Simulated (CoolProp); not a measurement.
Values from CoolProp's reference Helmholtz-energy equation of state, Guder 2009.

Task: For sulfur hexafluoride, give the phase and the cp (kJ/(kg K)), Joule-Thomson coefficient (K/MPa), fugacity coefficient at 243.9 K and 139 bar; 268.7 K and 139 bar; 277 K and 139 bar.

Result: 
- 243.9 K and 139 bar: liquid; cp 0.851, Joule-Thomson coefficient -0.273, fugacity coefficient 0.0558
- 268.7 K and 139 bar: liquid; cp 0.907, Joule-Thomson coefficient -0.172, fugacity coefficient 0.109
- 277 K and 139 bar: liquid; cp 0.926, Joule-Thomson coefficient -0.131, fugacity coefficient 0.132
